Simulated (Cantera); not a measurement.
A closed system holds: 1 mol C3H8, 0.031 mol O2, equilibrated at 0.133 bar.

Equilibrium computed with Cantera from the NASA thermochemical tables; the gas is ideal and each condensed phase is pure. Candidate condensed phases: C, C6H6, C7H8, C8H18, H2O; 110 gas species. Rates play no part.

x: gas mole fraction; n: condensed amount in mol.

| T (K) | x H2 | x H | x CO | x C2H2 (acetylene) | x CH4 | x C2H | x C4H2 | n C(graphite) |
|---|---|---|---|---|---|---|---|---|
| 1723 | 0.984 | 0.000495 | 0.0153 | 8.91e-5 | ___ | 2.79e-10 | 3.16e-9 | 2.94 |
| 1798 | 0.984 | 0.000956 | 0.0153 | 0.000170 | ___ | 1.43e-9 | 1.16e-8 | 2.94 |
| 1873 | 0.983 | 0.00175 | 0.0153 | 0.000307 | ___ | 6.45e-9 | 3.81e-8 | 2.94 |
| 1948 | 0.981 | 0.00307 | 0.0152 | 0.000529 | ___ | 2.58e-8 | 1.14e-7 | 2.93 |
| 2023 | 0.979 | 0.00515 | 0.0152 | 0.000874 | ___ | 9.30e-8 | 3.14e-7 | 2.93 |
| 2098 | 0.975 | 0.00832 | 0.0152 | 0.00139 | ___ | 3.05e-7 | 8.04e-7 | 2.93 |
| 2173 | 0.970 | 0.0130 | 0.0152 | 0.00214 | ___ | 9.22e-7 | 1.92e-6 | 2.92 |
| 2248 | 0.962 | 0.0197 | 0.0151 | 0.00319 | ___ | 2.58e-6 | 4.31e-6 | 2.91 |
| 2323 | 0.951 | 0.0291 | 0.0150 | 0.00461 | ___ | 6.74e-6 | 9.14e-6 | 2.90 |
| 2398 | 0.937 | 0.0418 | 0.0149 | 0.00647 | ___ | 1.65e-5 | 1.84e-5 | 2.88 |
| 2473 | 0.918 | 0.0585 | 0.0148 | 0.00885 | ___ | 3.82e-5 | 3.52e-5 | 2.86 |
| 2548 | 0.893 | 0.0801 | 0.0147 | 0.0118 | ___ | 8.38e-5 | 6.43e-5 | 2.84 |

What belongs in the gaps?


- 1723, x CH4: 0.000130
- 1798, x CH4: 9.99e-5
- 1873, x CH4: 7.85e-5
- 1948, x CH4: 6.28e-5
- 2023, x CH4: 5.10e-5
- 2098, x CH4: 4.20e-5
- 2173, x CH4: 3.50e-5
- 2248, x CH4: 2.93e-5
- 2323, x CH4: 2.47e-5
- 2398, x CH4: 2.09e-5
- 2473, x CH4: 1.76e-5
- 2548, x CH4: 1.48e-5
